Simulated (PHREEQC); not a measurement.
A column of 0.2 m (30 cells, dispersivity 0.007 m, 3600 s a shift, diffusion coefficient 3e-10 m²/s) holds 0.048 eq of the database's cation exchanger X per kg of pore water, first in equilibrium with 0.0016 mol NaCl, 0.0032 mol BaCl2, 0.00092 mol LiCl and 1e-05 mol HCl per kg of water. It is flushed with 80 mmol/kgw LiCl, 0.33 mmol/kgw CdCl2 and 0.01 mmol/kgw HCl, at 15 °C. Values are for the last cell. CO2 from the air is kept out. Precipitation was switched off in this run.

Equilibrium calculation in PHREEQC: ion-association model, phreeqc.dat.

```csv
pore volumes,Cd in solution (mol/kgw),Na in solution (mol/kgw),Li in solution (mol/kgw),Cl in solution (mol/kgw),Ba in solution (mol/kgw),LiX on the exchanger (mol/kgw),BaX2 on the exchanger (mol/kgw)
0,0,0.00160,0.000920,0.00893,0.00320,0.000229,0.0236
0.2833,0,0.00160,0.000920,0.00893,0.00320,0.000229,0.0236
0.4167,0,0.00160,0.000924,0.00896,0.00321,0.000229,0.0236
0.55,2.47e-13,0.00167,0.00116,0.0100,0.00361,0.000271,0.0236
0.8167,6.89e-7,0.00174,0.0108,0.0280,0.00772,0.00170,0.0230
1.083,2.64e-5,0.00111,0.0361,0.0568,0.00977,0.00489,0.0214
1.217,4.92e-5,0.000771,0.0476,0.0669,0.00919,0.00653,0.0206
1.35,6.93e-5,0.000505,0.0562,0.0732,0.00818,0.00802,0.0199
1.617,9.45e-5,0.000195,0.0662,0.0788,0.00613,0.0106,0.0186
1.883,0.000108,6.95e-5,0.0707,0.0803,0.00466,0.0126,0.0176
2.017,0.000112,4.09e-5,0.0720,0.0805,0.00412,0.0134,0.0172
2.15,0.000117,2.39e-5,0.0729,0.0806,0.00370,0.0142,0.0168
2.417,0.000125,8.03e-6,0.0743,0.0807,0.00305,0.0156,0.0161
2.683,0.000133,2.67e-6,0.0752,0.0807,0.00260,0.0168,0.0155
2.817,0.000137,1.54e-6,0.0755,0.0807,0.00242,0.0173,0.0152
2.95,0.000141,8.83e-7,0.0758,0.0807,0.00227,0.0178,0.0149
3.217,0.000149,2.91e-7,0.0763,0.0807,0.00201,0.0187,0.0144
3.483,0.000157,9.60e-8,0.0767,0.0807,0.00181,0.0195,0.0140
3.617,0.000160,5.51e-8,0.0769,0.0807,0.00172,0.0199,0.0138
3.75,0.000164,3.17e-8,0.0770,0.0807,0.00164,0.0203,0.0136
4.017,0.000171,1.05e-8,0.0773,0.0807,0.00151,0.0210,0.0132
```
